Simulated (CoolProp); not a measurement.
Properties of n-decane along the isotherm 346.85 °C.

Computed with CoolProp (reference Helmholtz-energy equation of state, Lemmon 2006). It is a short technical equation, of lower accuracy than the large ones.

```csv
p (kPa),phase,isothermal compressibility (1/MPa),Prandtl number
1750,gas,1.224,1.10
3500,supercritical,0.07137,3.07
5250,supercritical,0.03272,3.27
7000,supercritical,0.02149,3.43
8760,supercritical,0.01608,3.56
10500,supercritical,0.01292,3.68
12300,supercritical,0.01076,3.79
14000,supercritical,0.009311,3.88
15800,supercritical,0.008161,3.97
17500,supercritical,0.007316,4.05
19300,supercritical,0.006599,4.13
21000,supercritical,0.006044,4.21
```

Viscosity comes from a separate model (Huber 2004). Thermal conductivity comes from a separate model (Huber 2005).
